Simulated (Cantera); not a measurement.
**Hydrocarbon pyrolysis for carbon deposition**

An isothermal, constant-pressure homogeneous reactor starts with C₂H₆ : N₂ = 1 : 2 (molar parts), at 1700 K and 0.0900 Torr.

Cantera simulation using GRI-Mech 3.0 (53 species, 325 reactions); the numbers are that mechanism's predictions, not measurements. GRI-Mech 3.0 stops at C3 and has no aromatics, soot or wall deposition, so with more carbon than oxygen in the feed, carbon stays in small species such as C2H2 where larger ones or solid carbon would form. Radical loss at walls, strong at low pressure, is not modelled.

| t (s) | x C₂H₆ | x H | x C₂H | x HCN | x CH₃ | x C₂H₂ |
|---|---|---|---|---|---|---|
| 0.000400 | 0.330 | 3.46e-6 | <1e-12 | <1e-12 | 0.00543 | 6.63e-11 |
| 0.00139 | 0.320 | 5.71e-5 | <1e-12 | 6.13e-12 | 0.0179 | 1.12e-8 |
| 0.00480 | 0.284 | 0.000678 | 4.22e-10 | 1.25e-8 | 0.0510 | 6.85e-6 |
| 0.0167 | 0.140 | 0.00241 | 5.23e-7 | 4.24e-7 | 0.107 | 0.00265 |
| 0.0577 | 0.00353 | 0.00489 | 1.02e-5 | 2.23e-6 | 0.0568 | 0.0690 |
| 0.200 | 6.99e-5 | 0.00185 | 5.41e-6 | 3.18e-6 | 0.0115 | 0.142 |
| 0.693 | 1.89e-5 | 0.000900 | 2.76e-6 | 3.37e-6 | 0.00436 | 0.168 |
| 2.40 | 7.48e-6 | 0.000633 | 1.93e-6 | 3.51e-6 | 0.00243 | 0.179 |
| 8.33 | 3.28e-6 | 0.000596 | 1.77e-6 | 3.76e-6 | 0.00155 | 0.185 |
| 28.9 | 9.47e-7 | 0.000743 | 2.13e-6 | 4.46e-6 | 0.000862 | 0.193 |
| 100 | 8.13e-8 | 0.00132 | 3.71e-6 | 7.24e-6 | 0.000309 | 0.198 |
x: mole fraction; the columns are a selection and need not sum to one.

Equilibrium at this temperature and pressure: C₂H₆ <1e-12, H 0.00850, C₂H 1.65e-5, HCN 0.124, CH₃ 6.10e-7, C₂H₂ 0.137 (gas phase only).
